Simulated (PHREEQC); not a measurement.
Make-up at 25 °C: 0.024 mol ZnSO4 and 0.15 mol HCl per kg of water. Closed to the air; pH follows from the charge balance.

Equilibrium calculation in PHREEQC: ion-association model, phreeqc.dat.

Precipitation was switched off in this run.

Question: Predict the pH, ionic strength, specific conductance.

Answer: pH 0.98; ionic strength 0.198 mol/kgw; specific conductance 47800 µS/cm.

Question: In which forms is S present?

Answer: HSO4- 74 %, SO4-2 18 %, ZnSO4 7.1 %, Zn(SO4)2-2 0.5 % of the S.
